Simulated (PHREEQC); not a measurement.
Buffer: an equilibrium model

Consider water at 25 °C with 0.027 mol KH2PO4 and 0.0044 mol Na2B4O7 per kg of water. Closed to the air; pH follows from the charge balance.

All values are PHREEQC results (ion-association model, wateq4f.dat), not measurements.

Precipitation was switched off in this run.

Q: Predict the pH, ionic strength.

A: pH 6.63; ionic strength 0.0440 mol/kgw.

Q: In which forms is P present?

A: H2PO4- 68 %, HPO4-2 31 %, KHPO4- 0.8 % of the P.

H3PO4, which wateq4f.dat lacks, is added to it with the constant of phreeqc.dat.
